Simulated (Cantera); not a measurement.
A perfectly stirred reactor is fed with 14.9 % N2O, 85.1 % N2, at 1.30 bar; it is held at 1125 K, and followed from long to short residence time.

Computed with Cantera and GRI-Mech 3.0 (53 species, 325 reactions). GRI-Mech 3.0 was tuned for natural gas; its chemistry of N2O as a main component is partial and can be far from experiment. The mechanism lacks the step 2 NO + O2 → 2 NO2, which can matter for NO2 below about 1400 K. The temperature is held fixed by assumption; the heat of reaction is taken as removed at once.

x: mole fraction; the columns are a selection and need not sum to one.

| τ (s) | x N2O | x O | x O2 | x N2 | x NO2 |
|---|---|---|---|---|---|
| 3.4 | 0.0987 | 3.54e-7 | 0.0220 | 0.876 | [?] |
| 1.1 | 0.127 | 4.24e-7 | 0.00981 | 0.862 | [?] |
| 0.34 | 0.141 | 4.63e-7 | 0.00351 | 0.855 | [?] |
| 0.11 | 0.146 | 4.77e-7 | 0.00120 | 0.852 | [?] |
| 0.034 | 0.148 | 4.82e-7 | 0.000376 | 0.851 | [?] |
| 0.011 | 0.149 | 4.82e-7 | 0.000122 | 0.851 | [?] |
| 0.0034 | 0.149 | 4.78e-7 | 3.75e-5 | 0.851 | [?] |
| 0.0011 | 0.149 | 4.67e-7 | 1.19e-5 | 0.851 | 1.00e-9 |
| 0.00034 | 0.149 | 4.33e-7 | 3.40e-6 | 0.851 | 8.40e-11 |

Problem. Complete the blanks.

Solution. 
- 3.4, x NO2: 4.99e-5
- 1.1, x NO2: 2.43e-5
- 0.34, x NO2: 8.57e-6
- 0.11, x NO2: 2.50e-6
- 0.034, x NO2: 5.20e-7
- 0.011, x NO2: 8.27e-8
- 0.0034, x NO2: 9.40e-9
